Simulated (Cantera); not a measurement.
Input: 1 mol Cu, 5.8 mol HF, equilibrated at 1198 K and 0.0100 bar.

Equilibrium computed with Cantera from the NASA thermochemical tables; the gas is ideal and each condensed phase is pure. Candidate condensed phases: Cu, CuF2; 15 gas species. Equilibrium is a limit: real reactors are often held back by kinetics, nucleation or transport.

Q: What is the equilibrium state?

A: 
```json
{
 "x(HF)": "1.000",
 "x(CuF)": "0.000113",
 "x(H2)": "5.64e-5",
 "x(Cu)": "1.16e-6",
 "n(Cu(s))": "0.999 mol",
 "gas_amount": "5.800 mol",
 "log10 activity of CuF2(l) (absent)": "-6.11"
}
```
